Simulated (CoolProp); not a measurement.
Vapour-liquid equilibrium of fluoroethane (R161) (1) + R134a (2) at 296.3 K; x and y are mole fractions of (1).

The numbers come from the multi-fluid Helmholtz-energy mixture model, Wu 2012 and Tillner-Roth 1994; pair parameters Bell 2016 in CoolProp.

```csv
x,bubble pressure (kPa),y at the bubble point,dew pressure at overall composition x (kPa),liquid density (mol/L)
0.05,637.7,0.060,636.2,12.03
0.125,650.7,0.150,647.0,12.22
0.2,664.7,0.238,658.6,12.43
0.275,679.7,0.323,671.1,12.64
0.35,695.6,0.407,684.5,12.85
0.425,712.7,0.489,?,13.06
0.5,730.8,?,715.2,13.29
0.575,750.0,0.643,732.7,13.51
0.65,770.4,0.715,752.0,13.74
0.725,791.8,0.783,773.5,13.98
0.8,?,0.848,797.5,14.21
0.875,837.7,0.908,?,14.46
0.95,862.0,0.965,?,14.71
```

Task: Fill in the missing entries.

Result: 
- 0.425, dew pressure at overall composition x (kPa): 699.2
- 0.5, y at the bubble point: 0.567
- 0.8, bubble pressure (kPa): 814.3
- 0.875, dew pressure at overall composition x (kPa): 824.5
- 0.95, dew pressure at overall composition x (kPa): 855.4

No azeotrope shows between x = 0.05 and 0.95.

The pair parameters rest on a limited set of measurements; away from them the model extrapolates.
